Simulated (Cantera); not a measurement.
Adiabatic ignition

An adiabatic, constant-pressure homogeneous reactor starts with 4.26 % CH4, 9.79 % O2, 86.0 % N2, equivalence ratio 0.87, at 1673 K and 7.10 bar.

Cantera simulation using GRI-Mech 3.0 (53 species, 325 reactions); the numbers are that mechanism's predictions, not measurements.

```json
[
 {"t (s)": "5.00e-6", "T (K)": "1673", "x CH4": "0.0425", "x O2": "0.0979", "x CH2": "1.52e-10", "x O": "1.07e-7", "x HCO": "1.43e-10"},
 {"t (s)": "1.64e-5", "T (K)": "1673", "x CH4": "0.0424", "x O2": "0.0978", "x CH2": "2.44e-9", "x O": "3.45e-7", "x HCO": "4.20e-9"},
 {"t (s)": "5.41e-5", "T (K)": "1679", "x CH4": "0.0403", "x O2": "0.0967", "x CH2": "4.99e-8", "x O": "1.86e-6", "x HCO": "1.95e-7"},
 {"t (s)": "0.000178", "T (K)": "2477", "x CH4": "<1e-12", "x O2": "0.0151", "x CH2": "<1e-12", "x O": "0.000905", "x HCO": "3.45e-9"},
 {"t (s)": "0.000585", "T (K)": "2497", "x CH4": "<1e-12", "x O2": "0.0141", "x CH2": "<1e-12", "x O": "0.000641", "x HCO": "1.63e-9"},
 {"t (s)": "0.00192", "T (K)": "2495", "x CH4": "<1e-12", "x O2": "0.0135", "x CH2": "<1e-12", "x O": "0.000619", "x HCO": "1.63e-9"},
 {"t (s)": "0.00632", "T (K)": "2490", "x CH4": "<1e-12", "x O2": "0.0124", "x CH2": "<1e-12", "x O": "0.000579", "x HCO": "1.64e-9"},
 {"t (s)": "0.0208", "T (K)": "2487", "x CH4": "<1e-12", "x O2": "0.0119", "x CH2": "<1e-12", "x O": "0.000558", "x HCO": "1.65e-9"},
 {"t (s)": "0.0684", "T (K)": "2487", "x CH4": "<1e-12", "x O2": "0.0118", "x CH2": "<1e-12", "x O": "0.000557", "x HCO": "1.65e-9"},
 {"t (s)": "0.225", "T (K)": "2487", "x CH4": "<1e-12", "x O2": "0.0118", "x CH2": "<1e-12", "x O": "0.000557", "x HCO": "1.65e-9"},
 {"t (s)": "0.740", "T (K)": "2487", "x CH4": "<1e-12", "x O2": "0.0118", "x CH2": "<1e-12", "x O": "0.000557", "x HCO": "1.65e-9"},
 {"t (s)": "2.43", "T (K)": "2487", "x CH4": "<1e-12", "x O2": "0.0118", "x CH2": "<1e-12", "x O": "0.000557", "x HCO": "1.65e-9"},
 {"t (s)": "8.00", "T (K)": "2487", "x CH4": "<1e-12", "x O2": "0.0118", "x CH2": "<1e-12", "x O": "0.000557", "x HCO": "1.65e-9"}
]
```
x: mole fraction; the columns are a selection and need not sum to one.

```yaml
time_of_steepest_temperature_rise: 0.105 ms
temperature at 8.00 s: 2487 K
equilibrium_temperature: 2487 K
x(CH4) at 8.00 s: <1e-12 (gas-phase equilibrium <1e-12)
x(O2) at 8.00 s: 0.0118 (gas-phase equilibrium 0.0118)
x(CH2) at 8.00 s: <1e-12 (gas-phase equilibrium <1e-12)
```
